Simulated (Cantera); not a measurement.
Input: 1 mol SiCl4, a varied amount of HCl, 76 mol H2, held at 800 K and 1.10 bar.

Equilibrium computed with Cantera from the NASA thermochemical tables; the gas is ideal and each condensed phase is pure. Candidate condensed phases: Si; 19 gas species. Rates play no part.

x: gas mole fraction; nothing condenses.

```
n(HCl) (mol)   x H2    x HCl  x SiCl4  x SiHCl3  x SiH2Cl2
------------  -----  -------  -------  --------  ---------
0.024         0.984  0.00323   0.0101   0.00279    6.21e-5
0.037         0.984  0.00333   0.0102   0.00273    5.89e-5
0.057         0.984  0.00348   0.0103   0.00263          …
0.088         0.983  0.00373   0.0104   0.00249          …
0.14          0.983  0.00417   0.0107   0.00227          …
0.21          0.982  0.00480   0.0109   0.00202          …
0.32          0.981  0.00587   0.0112   0.00169          …
0.5           0.979  0.00779   0.0116   0.00132          …
0.76          0.976   0.0108   0.0119  0.000974          …
1.2           0.971   0.0160   0.0121  0.000664          …
1.8           0.964   0.0233   0.0122  0.000457          …
```

Problem. Some entries are withheld; supply them.

Solution. 
- 0.057, x SiH2Cl2: 5.43e-5
- 0.088, x SiH2Cl2: 4.79e-5
- 0.14, x SiH2Cl2: 3.91e-5
- 0.21, x SiH2Cl2: 3.02e-5
- 0.32, x SiH2Cl2: 2.07e-5
- 0.5, x SiH2Cl2: 1.21e-5
- 0.76, x SiH2Cl2: 6.46e-6
- 1.2, x SiH2Cl2: 2.94e-6
- 1.8, x SiH2Cl2: 1.38e-6
